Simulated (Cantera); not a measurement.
Charge: 1 mol B2O3, 5.6 mol N2, equilibrated at 1330 Pa.

Cantera equilibrium calculation (NASA polynomials, part measured and part estimated; ideal gas, pure solids and liquids). Candidate condensed phases: B, BN, B2O3; 17 gas species. Kinetics and transport are ignored.

x: gas mole fraction; n: condensed amount in mol.

```
T (°C)   x N2   x B2O3      x BO     x BO2  n B2O3(l)
------  -----  -------  --------  --------  ---------
477      1.00   <1e-12    <1e-12    <1e-12       1.00
627      1.00        ?    <1e-12    <1e-12       1.00
777      1.00  2.45e-9    <1e-12    <1e-12       1.00
927     1.000  6.90e-7  5.91e-11  6.05e-11      1.000
1077    1.000  5.27e-5   9.84e-9   1.27e-8      1.000
1227    0.998  0.00163   5.94e-7   8.67e-7      0.991
1377    0.974   0.0261   1.69e-5   2.65e-5      0.850
1527    0.848    0.151         ?         ?          0
1677    0.848    0.150  0.000998   0.00120          0
1827    0.845    0.147   0.00353   0.00367          0
1977    0.839    0.140    0.0103   0.00951          0
2127    0.826    0.124    0.0260    0.0206          0
```

Problem. Complete the blanks.

Solution. 
- 1527, x BO: 0.000219
- 1527, x BO2: 0.000330
- 627, x B2O3: 1.20e-12
